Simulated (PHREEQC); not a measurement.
Ca(OH)2 is added in steps, without added water, to 1 kg of water holding 0.14 mol HCl and 3.1e-05 mol NaCl, at 25 °C. Oxygen is held at 0.21 atm. No CO2 enters from the air. The run lets Portlandite, Halite precipitate or redissolve, and no other solid.

Base run: PHREEQC, ion-association model, wateq4f.dat. Each further column changes one thing. The table gives CaOH+ (mol/kgw).

```csv
Ca(OH)2 added (mol),base,NaCl from 3.1e-05 to 4.65e-05 mol/kgw,0.0059 mol/kgw Li2CO3 added,0.0087 mol/kgw KI added,no solid may form
0,0,0,0,0,0
0.0315,3.69e-14,3.69e-14,…,3.66e-14,3.69e-14
0.0735,0.00180,0.00180,…,0.00178,0.00180
0.105,0.00859,0.00859,0.00830,0.00858,0.0194
0.1365,0.00859,0.00859,0.00830,0.00858,…
0.1785,0.00859,0.00859,0.00830,0.00858,0.0673
0.21,0.00859,0.00859,0.00830,0.00858,0.0897
0.2415,0.00859,0.00859,0.00830,0.00858,…
0.2835,0.00859,0.00859,0.00830,0.00858,0.145
0.315,0.00859,0.00859,0.00830,0.00858,…
0.3465,0.00859,0.00859,0.00830,0.00858,0.196
0.3885,0.00859,0.00859,0.00830,0.00858,…
0.42,0.00859,0.00859,0.00830,0.00858,…
```

Q: Some entries are withheld; supply them.

A: 
- 0.0315, 0.0059 mol/kgw Li2CO3 added: 4.35e-14
- 0.0735, 0.0059 mol/kgw Li2CO3 added: 0.00170
- 0.1365, no solid may form: 0.0390
- 0.2415, no solid may form: 0.113
- 0.315, no solid may form: 0.170
- 0.3885, no solid may form: 0.231
- 0.42, no solid may form: 0.257

 In at least one series the solution becomes supersaturated in solids that the run did not let form, among them Portlandite. The ionic strength passes 0.7 mol/kgw, the rough limit of the ion-association models, in part of: no solid may form. Solids allowed in the column '0.0059 mol/kgw Li2CO3 added': Calcite, Portlandite, Halite, Nahcolite, Natron.
